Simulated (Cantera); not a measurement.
Feed: 1 mol MgO, a varied amount of N₂, at 10.0 mbar.

Cantera equilibrium calculation (NASA polynomials, part measured and part estimated; ideal gas, pure solids and liquids). Candidate condensed phases: Mg, MgO; 13 gas species. Rates play no part.

Task: What condenses at these points (T in K, n(N₂) in mol): (2025, 8.9); (2825, 2.1); (2525, 3.1); (1525, 4.4); (1825, 0.52)?

Result: 
| T (K) | n(N₂) in mol | condensed phases | Mg condensed (%) |
|---|---|---|---|
| 2025 | 8.9 | MgO | 99.4 |
| 2825 | 2.1 | gas only | 0.0 |
| 2525 | 3.1 | MgO | 30.3 |
| 1525 | 4.4 | MgO | 100.0 |
| 1825 | 0.52 | MgO | 100.0 |
